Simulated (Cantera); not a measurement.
A Cantera script and what it prints.

```python
import numpy as np
import cantera as ct

gas_names = """
    B BCL BCL2 BCL3 BH BH2 BH3 BO BOCL BO2 B2 B2O B2O2 B2O3 B3O3CL3 B3O3H3 CL CLO CL2 H HBO HBO2 HCL
    HOCL HO2 H2 H2O H2O2 H3B3O6 O OH O2 O3
""".split()
cond_names = """
    B(b) B(L) B2O3(L) B3O3H3(cr) H2O(s) H2O(L)
""".split()


# ... load() reads the species with a 1 bar reference pressure and builds the phases ...
atoms = {
    'BCl3': {'B': 1, 'CL': 3},
    'O2': {'O': 2},
    'H2': {'H': 2},
}
top_T = {}  # K; cautious upper limits of use, not melting points


# ... equilibrate(T, P, feed) seeds the gas with the atoms and calls Mixture.equilibrate('TP', solver="gibbs", rtol=1e-10, max_steps=50000) ...
results = []
T = 1173  # K
P = 380  # Pa
for m in [13, 17, 21, 28, 36, 46, 59, 77, 99, 130, 170]:
    feed = {'BCl3': 1, 'O2': 0.35, 'H2': m}  # mol
    mix = equilibrate(T, P, feed)
    results.append((T, P, feed, dict(zip(mix.species_names, mix.species_moles))))
    x = sorted(zip(gas.X, gas.species_names), reverse=True)
    print(f"T = {T:g} K  P = {P:g} Pa  n(H2) = {m:g} mol  gas = {mix.phase_moles(0):.4g} mol")
    print("   x: " + "  ".join(f"{s} {v:.3e}" for v, s in x if v > 0.001))
    print("   condensed (mol): " + ("  ".join(f"{mix.phase(i).name} {mix.phase_moles(i):.4g}"
          for i in range(1, mix.n_phases) if mix.phase_moles(i) > 1e-12) or "none"))
```

It prints:

```
T = 1173 K  P = 380 Pa  n(H2) = 13 mol  gas = 14.37 mol
   x: H2 8.274e-01  HCL 1.530e-01  BCL3 1.457e-02  B3O3CL3 3.928e-03
   condensed (mol): B(b) 0.259  B2O3(L) 0.1686
T = 1173 K  P = 380 Pa  n(H2) = 17 mol  gas = 18.4 mol
   x: H2 8.578e-01  HCL 1.303e-01  BCL3 8.529e-03  B3O3CL3 2.299e-03
   condensed (mol): B(b) 0.3232  B2O3(L) 0.1803
T = 1173 K  P = 380 Pa  n(H2) = 21 mol  gas = 22.43 mol
   x: H2 8.790e-01  HCL 1.131e-01  BCL3 5.377e-03  B3O3CL3 1.449e-03
   condensed (mol): B(b) 0.3669  B2O3(L) 0.1876
T = 1173 K  P = 380 Pa  n(H2) = 28 mol  gas = 29.45 mol
   x: H2 9.041e-01  HCL 9.138e-02  BCL3 2.717e-03
   condensed (mol): B(b) 0.4141  B2O3(L) 0.1941
T = 1173 K  P = 380 Pa  n(H2) = 36 mol  gas = 37.47 mol
   x: H2 9.226e-01  HCL 7.451e-02  BCL3 1.429e-03
   condensed (mol): B(b) 0.4428  B2O3(L) 0.1963
T = 1173 K  P = 380 Pa  n(H2) = 46 mol  gas = 47.48 mol
   x: H2 9.377e-01  HCL 6.028e-02
   condensed (mol): B(b) 0.4601  B2O3(L) 0.195
T = 1173 K  P = 380 Pa  n(H2) = 59 mol  gas = 60.49 mol
   x: H2 9.504e-01  HCL 4.813e-02
   condensed (mol): B(b) 0.4683  B2O3(L) 0.1903
T = 1173 K  P = 380 Pa  n(H2) = 77 mol  gas = 78.5 mol
   x: H2 9.612e-01  HCL 3.751e-02
   condensed (mol): B(b) 0.4683  B2O3(L) 0.1814
T = 1173 K  P = 380 Pa  n(H2) = 99 mol  gas = 100.5 mol
   x: H2 9.694e-01  HCL 2.950e-02
   condensed (mol): B(b) 0.4613  B2O3(L) 0.169
T = 1173 K  P = 380 Pa  n(H2) = 130 mol  gas = 131.5 mol
   x: H2 9.763e-01  HCL 2.264e-02
   condensed (mol): B(b) 0.4464  B2O3(L) 0.1505
T = 1173 K  P = 380 Pa  n(H2) = 170 mol  gas = 171.5 mol
   x: H2 9.815e-01  HCL 1.741e-02
   condensed (mol): B(b) 0.4242  B2O3(L) 0.126
```

Equilibrium computed with Cantera from the NASA thermochemical tables; the gas is ideal and each condensed phase is pure. Mutual solubility and eutectic melting of coexisting phases are not modelled. The tables' values for BOCl, BCl2 are old estimates; treat these amounts as uncertain. Gases not in the tables: BHCl2.
